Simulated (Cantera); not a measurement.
Cantera run:

```python
import numpy as np
import cantera as ct

gas_names = """
    H HNO HNO2 HNO3 HO2 H2 H2O H2O2 H2S H2SO4 N NH NH2 NH3 NH2OH NO NO2 NO3 N2 N2H2 N2H4 N2O O OH O2 O3
    S SH SN SO SO2 SO3 S2 S2O S8
""".split()
cond_names = """
    H2O(s) H2O(L) H2SO4(L) S(cr1) S(cr2) S(L)
""".split()


def load(file, names, dense=False):
    # The tables refer to 1 bar. Condensed volumes are neglected.
    table = {s.name: s for s in ct.Species.list_from_file(file)}
    out = []
    for n in names:
        d = dict(table[n].input_data)
        d["thermo"] = dict(d["thermo"], **{"reference-pressure": 1e5})
        if dense:
            d["equation-of-state"] = {"model": "constant-volume", "density": "1e6 g/cm^3"}
        out.append(ct.Species.from_dict(d))
    return out


gas = ct.Solution(thermo="ideal-gas", species=load("nasa_gas.yaml", gas_names))
cond = {s.name: ct.Solution(thermo="fixed-stoichiometry", species=[s], name=s.name)
        for s in load("nasa_condensed.yaml", cond_names, dense=True)}
atoms = {
    'N2O': {'N': 2, 'O': 1},
    'SO2': {'S': 1, 'O': 2},
    'H2': {'H': 2},
}
top_T = {}  # K; cautious upper limits of use, not melting points


def equilibrate(T, P, feed):
    n = {}
    for name, mol in feed.items():
        for a, k in atoms[name].items():
            n[a] = n.get(a, 0.0) + k * mol
    gas.TPX = T, P, n
    mass = sum(n.values()) * gas.mean_molecular_weight
    gas.equilibrate("TP")
    valid = [c for c in cond.values() if c.min_temp <= T <= top_T.get(c.name, c.max_temp)]
    mix = ct.Mixture([(gas, mass / gas.mean_molecular_weight)] + [(c, 0.0) for c in valid])
    mix.T, mix.P = T, P
    mix.equilibrate("TP", solver="vcs", rtol=1e-11, max_steps=5000)
    return mix


results = []
feed = {'N2O': 1, 'SO2': 0.011, 'H2': 0.48}  # mol
T = 1900  # K
P = 101325  # Pa
mix = equilibrate(T, P, feed)
results.append((T, P, feed, dict(zip(mix.species_names, mix.species_moles))))
x = sorted(zip(gas.X, gas.species_names), reverse=True)
print(f"T = {T:g} K  P = {P:g} Pa  gas = {mix.phase_moles(0):.4g} mol")
print("   x: " + "  ".join(f"{s} {v:.3e}" for v, s in x if v > 1e-05))
print("   condensed (mol): " + ("  ".join(f"{mix.phase(i).name} {mix.phase_moles(i):.4g}"
      for i in range(1, mix.n_phases) if mix.phase_moles(i) > 1e-12) or "none"))
```

Result:

```
T = 1900 K  P = 101325 Pa  gas = 1.752 mol
   x: N2 5.688e-01  H2O 2.730e-01  O2 1.459e-01  SO2 6.260e-03  NO 4.060e-03  OH 1.838e-03  O 1.132e-04  H2 9.247e-05  SO3 1.818e-05
   condensed (mol): none
```

Method: chemical equilibrium by Gibbs-energy minimisation in Cantera with the NASA 1993 tables (ideal gas, pure condensed phases).
